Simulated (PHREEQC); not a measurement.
A made-up water analysis in mg/kgw, 20 °C, pH 6.06, pe 9.3: Na 1.09; K 1.57; Ca 2.32; Mg 0.614; Cl 0.262; S(6) as SO4 0.0654; Alkalinity as HCO3 14.7; Sr 0.0149.

Valence states are taken as typed.

Computed with PHREEQC (ion-association model, phreeqc.dat).

This is a speciation only: nothing precipitates in the calculation.

### Question
What charge-balance error does the model give?

### Answer
charge-balance error 0.9 %.

### Question
In which forms is C present?

### Answer
CO2 67 %, HCO3- 33 % of the C.
